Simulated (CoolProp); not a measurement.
Computed with CoolProp (reference Helmholtz-energy equation of state, Gao 2022).

Task: Give the vapour pressure (kPa), liquid density (kg/m³), vapour Z of saturated n-perfluorobutane at 311.1, 354.1 K.

Result: 
```json
[
 {"T (K)": "311.1", "p (kPa)": "397", "liquid density (kg/m³)": "1440", "vapour Z": "0.869"},
 {"T (K)": "354.1", "p (kPa)": "1180", "liquid density (kg/m³)": "1220", "vapour Z": "0.695"}
]
```
